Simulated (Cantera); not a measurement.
An adiabatic, constant-pressure homogeneous reactor starts with CH₄ : O₂ : N₂ : H₂O = 1 : 2.13 : 8 : 1.8 (molar parts), at 1548 K and 3.20 bar.

Computed with Cantera and GRI-Mech 3.0 (53 species, 325 reactions).

**Question.** Predict: time of steepest temperature rise; temperature at 0.800 s; equilibrium temperature; x(O₂) at 0.800 s; x(H₂O) at 0.800 s; x(OH) at 0.800 s.

**Answer.** 
```json
{
 "time_of_steepest_temperature_rise": "0.392 ms",
 "temperature at 0.800 s": "2670 K",
 "equilibrium_temperature": "2670 K",
 "x(O₂) at 0.800 s": "0.0184 (gas-phase equilibrium 0.0184)",
 "x(H₂O) at 0.800 s": "0.263 (gas-phase equilibrium 0.263)",
 "x(OH) at 0.800 s": "0.0157 (gas-phase equilibrium 0.0157)"
}
```
